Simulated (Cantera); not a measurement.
Feed: 1 mol Si2Cl6, 2.8 mol HCl, 13 mol H2, equilibrated at 1600 K and 3300 Pa.

Equilibrium computed with Cantera from the NASA thermochemical tables; the gas is ideal and each condensed phase is pure. Candidate condensed phases: Si; 19 gas species. The feed counts by its element totals alone. The tables' values for SiCl3, SiCl are old estimates; treat these amounts as uncertain. Equilibrium is a limit: real reactors are often held back by kinetics, nucleation or transport.

Base state: H2 0.647, HCl 0.246, SiCl2 0.0976, SiCl3 0.00740, SiCl4 0.00138, SiHCl3 0.000525, H 0.000241, Cl 7.24e-5 (mole fractions); condensed: gas only.

Question: What changes in the equilibrium state with this change: HCl from 2.8 to 1.1 mol?

Answer: 
| species | before | after |
|---|---|---|
| H2 | 0.647 | 0.708 |
| HCl | 0.246 | 0.174 |
| SiCl2 | 0.0976 | 0.111 |
| SiCl4 | 0.00138 | 0.000719 |
| SiCl | 1.63e-5 | 2.73e-5 |
| Cl | 7.24e-5 | 4.91e-5 |
| SiCl3 | 0.00740 | 0.00568 |

Question: What changes in the equilibrium state with this change: pressure from 3300 Pa to 7400 Pa?

Answer: 
| species | before | after |
|---|---|---|
| H2 | 0.647 | 0.652 |
| HCl | 0.246 | 0.241 |
| SiCl2 | 0.0976 | 0.0931 |
| SiCl3 | 0.00740 | 0.0103 |
| SiH2Cl2 | 3.33e-5 | 7.17e-5 |
| SiHCl3 | 0.000525 | 0.00110 |
| SiCl4 | 0.00138 | 0.00281 |
| Cl | 7.24e-5 | 4.71e-5 |
| SiCl | 1.63e-5 | 1.07e-5 |

Question: What changes in the equilibrium state with this change: Si2Cl6 replaced by SiCl4?

Answer: 
```json
[
 {"species": "H2", "before": "0.647", "after": "0.679"},
 {"species": "HCl", "before": "0.246", "after": "0.264"},
 {"species": "SiCl2", "before": "0.0976", "after": "0.0512"},
 {"species": "SiCl", "before": "1.63e-5", "after": "8.15e-6"},
 {"species": "SiCl3", "before": "0.00740", "after": "0.00407"},
 {"species": "SiH2Cl2", "before": "3.33e-5", "after": "1.83e-5"},
 {"species": "SiHCl3", "before": "0.000525", "after": "0.000296"}
]
```
The tables' values for SiCl3 are old estimates; treat these amounts as uncertain.
